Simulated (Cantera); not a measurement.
A Cantera script and what it prints.

```python
import numpy as np
import cantera as ct

gas_names = [...]  # 114 gases of nasa_gas.yaml made of C, Fe, H, O
cond_names = """
    C(gr) C6H6(L) C7H8(L) C8H18(L),n-octa Fe(a) Fe(c) Fe(d) Fe(L) FeC5O5(L) FeO(s) FeO(L) Fe(OH)2(s)
    Fe(OH)3(s) Fe2O3(s) Fe3O4(s) H2O(s) H2O(L)
""".split()


# ... load() reads the species with a 1 bar reference pressure and builds the phases ...
atoms = {
    'Fe': {'Fe': 1},
    'H2O': {'H': 2, 'O': 1},
    'CO': {'C': 1, 'O': 1},
}
top_T = {'C(gr)': 4500, 'Fe2O3(s)': 1830, 'Fe3O4(s)': 1870}  # K; cautious upper limits of use, not melting points


# ... equilibrate(T, P, feed) seeds the gas with the atoms and calls Mixture.equilibrate('TP', solver="vcs", rtol=1e-11, max_steps=5000) ...
results = []
feed = {'Fe': 1, 'H2O': 16, 'CO': 23}  # mol
P = 450000  # Pa
for T in [948, 1023, 1098, 1173, 1248, 1323, 1398, 1473, 1548, 1623]:
    mix = equilibrate(T, P, feed)
    results.append((T, P, feed, dict(zip(mix.species_names, mix.species_moles))))

top = {s: max(r[3][s] / sum(r[3][g] for g in gas_names) for r in results) for s in gas_names}
cols = sorted((s for s in top if top[s] > 1e-06), key=lambda s: -top[s])[:9]
seen = [c for c in cond_names if any(r[3].get(c, 0) > 1e-12 for r in results)]
print("log10 of partial pressures in bar; condensed amounts in mol")
print(f"{'T/K':>10s}" + "".join(f"{s[:9]:>10s}" for s in cols + seen))
for T, P, feed, n in results:
    ng = sum(n[g] for g in gas_names)
    print(f"{T:10.4g}" + "".join(f"{np.log10(max(n[s] / ng * P / 1e5, 1e-99)):10.3f}" for s in cols)
          + "".join(f"{n.get(c, 0):10.4g}" for c in seen))
```

Output:

```
log10 of partial pressures in bar; condensed amounts in mol
       T/K        CO       CO2        H2       H2O       CH4         H   Fe(OH)2     C(gr)    FeO(s)
       948    -0.021     0.202    -0.028    -0.062    -0.821    -9.294    -8.531     2.521         1
      1023     0.173     0.070     0.044    -0.176    -1.206    -8.361    -7.914         0         1
      1098     0.210     0.014     0.048    -0.145    -1.974    -7.583    -7.251         0         1
      1173     0.229    -0.017     0.030    -0.112    -2.731    -6.914    -6.667         0         1
      1248     0.242    -0.043     0.009    -0.084    -3.413    -6.326    -6.156         0         1
      1323     0.254    -0.065    -0.010    -0.061    -4.020    -5.805    -5.705         0         1
      1398     0.263    -0.085    -0.028    -0.041    -4.562    -5.339    -5.305         0         1
      1473     0.271    -0.104    -0.044    -0.025    -5.048    -4.920    -4.948         0    0.9999
      1548     0.278    -0.120    -0.059    -0.012    -5.486    -4.541    -4.627         0    0.9998
      1623     0.284    -0.136    -0.072    -0.000    -5.882    -4.197    -4.338         0    0.9996
```

Cantera equilibrium calculation (NASA polynomials, part measured and part estimated; ideal gas, pure solids and liquids). The tables' stoichiometric FeO is somewhat more stable than real wüstite, so its field is too wide. FeO: taken at fixed stoichiometry.
